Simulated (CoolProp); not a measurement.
Model: reference Helmholtz-energy equation of state, Eisenbach 2021, in CoolProp.

**Question.** For propylene glycol, give the phase and the Z, Joule-Thomson coefficient (K/MPa), isothermal compressibility (1/MPa) at 450.3 K and 103 bar; 472.8 K and 103 bar; 495.3 K and 103 bar.

**Answer.** 
- 450.3 K and 103 bar: liquid; Z 0.229, Joule-Thomson coefficient -0.180, isothermal compressibility 0.00103
- 472.8 K and 103 bar: liquid; Z 0.224, Joule-Thomson coefficient -0.158, isothermal compressibility 0.00120
- 495.3 K and 103 bar: liquid; Z 0.219, Joule-Thomson coefficient -0.133, isothermal compressibility 0.00141
